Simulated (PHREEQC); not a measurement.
Nickel, zinc or cadmium bath: speciation

Solution (70 °C): 0.05 mol/kgw ZnCl2, 0.005 mol/kgw Na2SO4 and 0.00096 mol/kgw MnSO4. Closed to the air; pH follows from the charge balance.

All values are PHREEQC results (ion-association model, phreeqc.dat), not measurements.

```
Item                   Result
--------------  -------------
pH                       4.85
ionic strength  0.127 mol/kgw
density           0.984 g/cm³
```

```
species  molality  activity   log γ
-------  --------  --------  ------
Cl-        0.0848    0.0619  -0.137
Zn+2       0.0329    0.0105  -0.498
ZnCl+      0.0133   0.00978  -0.135
Na+       0.00994   0.00749  -0.123
ZnSO4     0.00287   0.00296   0.013
SO4-2     0.00284  0.000892  -0.503
Mn+2     0.000781  0.000269  -0.463
```

Precipitation was switched off in this run. Species that the database lacks are ignored. Constants without temperature data keep their 25 °C values here.
